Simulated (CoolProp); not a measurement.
The fluoroketone C6F12O (FK-5-1-12) along the isotherm 492.8 K: fugacity coefficient from the reference equation and from simpler models built on Tc = 441.8 K, pc = 1869 kPa, ω = 0.471; each cubic takes its own stable root.

Computed with CoolProp (reference Helmholtz-energy equation of state, McLinden 2015).

| p (kPa) | phase | reference | van der Waals | Redlich-Kwong | Soave-Redlich-Kwong |
|---|---|---|---|---|---|
| 719 | gas | 0.9133 | 0.9135 | 0.9069 | 0.9168 |
| 1440 | gas | 0.8311 | 0.8276 | 0.8176 | 0.8375 |
| 2160 | supercritical | 0.7526 | 0.7409 | 0.7317 | 0.7623 |
| 2880 | supercritical | 0.6779 | 0.6513 | 0.6491 | 0.6920 |
| 3590 | supercritical | 0.6109 | 0.5779 | 0.5781 | 0.6305 |
| 4310 | supercritical | 0.5545 | 0.5255 | 0.5233 | 0.5796 |
| 5030 | supercritical | 0.5109 | 0.4884 | 0.4826 | 0.5400 |
| 5750 | supercritical | 0.4773 | 0.4616 | 0.4518 | 0.5094 |
| 6470 | supercritical | 0.4513 | 0.4418 | 0.4281 | 0.4855 |
| 7190 | supercritical | 0.4308 | 0.4273 | 0.4096 | 0.4667 |
| 7910 | supercritical | 0.4146 | 0.4166 | 0.3949 | 0.4519 |
| 8630 | supercritical | 0.4017 | 0.4090 | 0.3833 | 0.4401 |
| 9350 | supercritical | 0.3914 | 0.4039 | 0.3741 | 0.4309 |
